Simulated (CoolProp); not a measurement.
The fluoroketone C6F12O (FK-5-1-12) at 306.98 K and 0.0274 MPa is throttled through a valve to 0.00944 MPa with no heat exchange. Each further row changes one setting.

The numbers come from the reference Helmholtz-energy equation of state, McLinden 2015 in CoolProp.

| case | temperature change (K) | final density (kg/m³) |
|---|---|---|
| as stated | ___ | ___ |
| outlet pressure 0.00283 MPa | ___ | 0.352 |
| outlet pressure 0.0123 MPa | ___ | 1.54 |

**Question.** Some entries are withheld; supply them.

**Answer.** 
- as stated, temperature change (K): -0.5
- as stated, final density (kg/m³): 1.18
- outlet pressure 0.00283 MPa, temperature change (K): -0.6
- outlet pressure 0.0123 MPa, temperature change (K): -0.4
